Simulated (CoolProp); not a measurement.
Properties of benzene at several states (Tc = 562.0 K, pc = 4.906 MPa, ω = 0.211).

Model: reference Helmholtz-energy equation of state, Thol 2012, in CoolProp.

```json
[
 {"T (K)": "546", "p (MPa)": "0.0217", "phase": "gas", "density (kg/m³)": "0.3740", "cp (kJ/(kg K))": "1.916", "speed of sound (m/s)": "247.7", "expansivity (1/kK)": "1.842", "viscosity (µPa s)": "13.7", "Prandtl number": "0.748"},
 {"T (K)": "489", "p (MPa)": "0.141", "phase": "gas", "density (kg/m³)": "2.752", "cp (kJ/(kg K))": "1.765", "speed of sound (m/s)": "232.2", "expansivity (1/kK)": "2.154", "viscosity (µPa s)": "12.3", "Prandtl number": "0.747"},
 {"T (K)": "391.5", "p (MPa)": "0.0138", "phase": "gas", "density (kg/m³)": "0.3322", "cp (kJ/(kg K))": "1.422", "speed of sound (m/s)": "211.7", "expansivity (1/kK)": "2.582", "viscosity (µPa s)": "9.89", "Prandtl number": "0.746"},
 {"T (K)": "556.2", "p (MPa)": "0.165", "phase": "gas", "density (kg/m³)": "2.821", "cp (kJ/(kg K))": "1.951", "speed of sound (m/s)": "247.6", "expansivity (1/kK)": "1.871", "viscosity (µPa s)": "14.0", "Prandtl number": "0.750"},
 {"T (K)": "290.1", "p (MPa)": "7.39", "phase": "liquid", "density (kg/m³)": "887.7", "cp (kJ/(kg K))": "1.707", "speed of sound (m/s)": "1377", "expansivity (1/kK)": "1.154", "viscosity (µPa s)": "722", "Prandtl number": "8.41"},
 {"T (K)": "346.3", "p (MPa)": "2.81", "phase": "liquid", "density (kg/m³)": "824.4", "cp (kJ/(kg K))": "1.875", "speed of sound (m/s)": "1096", "expansivity (1/kK)": "1.325", "viscosity (µPa s)": "351", "Prandtl number": "5.19"}
]
```

Viscosity comes from a separate model (Avgeri 2014). Thermal conductivity comes from a separate model (Assael 2012).
